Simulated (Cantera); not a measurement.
## Al(CH3)3 + N2 (aluminium nitride and oxide growth)

Input: 1 mol Al(CH3)3, 1.3 mol N2, held at 0.810 bar.

Method: chemical equilibrium by Gibbs-energy minimisation in Cantera with the NASA 1993 tables (ideal gas, pure condensed phases). Candidate condensed phases: Al, AlN, C, C6H6, C7H8, C8H18; 97 gas species. The feed counts by its element totals alone. Kinetics and transport are ignored.

```json
[
 {"T (K)": "1225", "log p H2": "-0.17", "log p N2": "-0.91", "log p HCN": "-4.55", "log p CH4": "-2.22", "log p H": "-6.59", "log p C2H2 (acetylene)": "-6.96", "log p Al": "<-12", "log p HNC": "-6.80", "n AlN(s)": "1.00", "n C(graphite)": "2.96"},
 {"T (K)": "1325", "log p H2": "-0.16", "log p N2": "-0.91", "log p HCN": "-4.12", "log p CH4": "-2.50", "log p H": "-5.87", "log p C2H2 (acetylene)": "-6.23", "log p Al": "<-12", "log p HNC": "-6.17", "n AlN(s)": "1.00", "n C(graphite)": "2.98"},
 {"T (K)": "1425", "log p H2": "-0.16", "log p N2": "-0.91", "log p HCN": "-3.76", "log p CH4": "-2.75", "log p H": "-5.25", "log p C2H2 (acetylene)": "-5.62", "log p Al": "-10.92", "log p HNC": "-5.64", "n AlN(s)": "1.00", "n C(graphite)": "2.99"},
 {"T (K)": "1525", "log p H2": "-0.16", "log p N2": "-0.91", "log p HCN": "-3.44", "log p CH4": "-2.97", "log p H": "-4.71", "log p C2H2 (acetylene)": "-5.08", "log p Al": "-9.39", "log p HNC": "-5.18", "n AlN(s)": "1.00", "n C(graphite)": "2.99"},
 {"T (K)": "1625", "log p H2": "-0.16", "log p N2": "-0.91", "log p HCN": "-3.16", "log p CH4": "-3.16", "log p H": "-4.23", "log p C2H2 (acetylene)": "-4.61", "log p Al": "-8.05", "log p HNC": "-4.77", "n AlN(s)": "1.00", "n C(graphite)": "2.99"},
 {"T (K)": "1725", "log p H2": "-0.16", "log p N2": "-0.91", "log p HCN": "-2.92", "log p CH4": "-3.33", "log p H": "-3.81", "log p C2H2 (acetylene)": "-4.20", "log p Al": "-6.86", "log p HNC": "-4.41", "n AlN(s)": "1.000", "n C(graphite)": "2.99"},
 {"T (K)": "1825", "log p H2": "-0.16", "log p N2": "-0.92", "log p HCN": "-2.70", "log p CH4": "-3.48", "log p H": "-3.44", "log p C2H2 (acetylene)": "-3.83", "log p Al": "-5.81", "log p HNC": "-4.10", "n AlN(s)": "1.000", "n C(graphite)": "2.98"},
 {"T (K)": "1925", "log p H2": "-0.16", "log p N2": "-0.92", "log p HCN": "-2.51", "log p CH4": "-3.61", "log p H": "-3.10", "log p C2H2 (acetylene)": "-3.50", "log p Al": "-4.87", "log p HNC": "-3.81", "n AlN(s)": "1.000", "n C(graphite)": "2.97"},
 {"T (K)": "2025", "log p H2": "-0.17", "log p N2": "-0.92", "log p HCN": "-2.33", "log p CH4": "-3.73", "log p H": "-2.80", "log p C2H2 (acetylene)": "-3.21", "log p Al": "-4.02", "log p HNC": "-3.56", "n AlN(s)": "0.999", "n C(graphite)": "2.96"},
 {"T (K)": "2125", "log p H2": "-0.17", "log p N2": "-0.93", "log p HCN": "-2.18", "log p CH4": "-3.84", "log p H": "-2.52", "log p C2H2 (acetylene)": "-2.94", "log p Al": "-3.26", "log p HNC": "-3.33", "n AlN(s)": "0.996", "n C(graphite)": "2.94"}
]
```
log p: log10 of the partial pressure in bar; n: condensed amount in mol.

From 1225 K to 2125 K the condensed part is AlN(s) + C(graphite).
